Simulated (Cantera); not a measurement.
Charge: 1 mol CH₃SiCl₃, 0.54 mol HCl, a varied amount of H₂, held at 2425 K and 0.133 bar.

Cantera equilibrium calculation (NASA polynomials, part measured and part estimated; ideal gas, pure solids and liquids). Candidate condensed phases: C, C₆H₆, C₇H₈, C₈H₁₈, Si, SiC; 109 gas species. The feed counts by its element totals alone. The tables' values for SiCl are old estimates; treat these amounts as uncertain. Gases not in the tables: Si₂H₆ and higher silanes. Equilibrium is a limit: real reactors are often held back by kinetics, nucleation or transport.

x: gas mole fraction; n: condensed amount in mol.

```json
[
 {"n(H₂) (mol)": "99", "x H₂": "0.909", "x H": "0.0467", "x HCl": "0.0310", "x Si": "___", "n SiC(s)": "0.0300"},
 {"n(H₂) (mol)": "130", "x H₂": "0.918", "x H": "0.0470", "x HCl": "0.0241", "x Si": "___", "n SiC(s)": "0"},
 {"n(H₂) (mol)": "180", "x H₂": "0.927", "x H": "0.0472", "x HCl": "0.0178", "x Si": "___", "n SiC(s)": "0"},
 {"n(H₂) (mol)": "230", "x H₂": "0.932", "x H": "0.0473", "x HCl": "0.0140", "x Si": "___", "n SiC(s)": "0"},
 {"n(H₂) (mol)": "310", "x H₂": "0.937", "x H": "0.0475", "x HCl": "0.0105", "x Si": "___", "n SiC(s)": "0"},
 {"n(H₂) (mol)": "410", "x H₂": "0.941", "x H": "0.0475", "x HCl": "0.00800", "x Si": "___", "n SiC(s)": "0"},
 {"n(H₂) (mol)": "550", "x H₂": "0.944", "x H": "0.0476", "x HCl": "0.00599", "x Si": "___", "n SiC(s)": "0"},
 {"n(H₂) (mol)": "730", "x H₂": "0.946", "x H": "0.0477", "x HCl": "0.00453", "x Si": "___", "n SiC(s)": "0"},
 {"n(H₂) (mol)": "970", "x H₂": "0.947", "x H": "0.0477", "x HCl": "0.00342", "x Si": "___", "n SiC(s)": "0"},
 {"n(H₂) (mol)": "1300", "x H₂": "0.949", "x H": "0.0477", "x HCl": "0.00255", "x Si": "___", "n SiC(s)": "0"}
]
```

Problem. Some entries are withheld; supply them.

Solution. 
- 99, x Si: 0.00558
- 130, x Si: 0.00478
- 180, x Si: 0.00377
- 230, x Si: 0.00311
- 310, x Si: 0.00242
- 410, x Si: 0.00190
- 550, x Si: 0.00145
- 730, x Si: 0.00111
- 970, x Si: 0.000850
- 1300, x Si: 0.000641
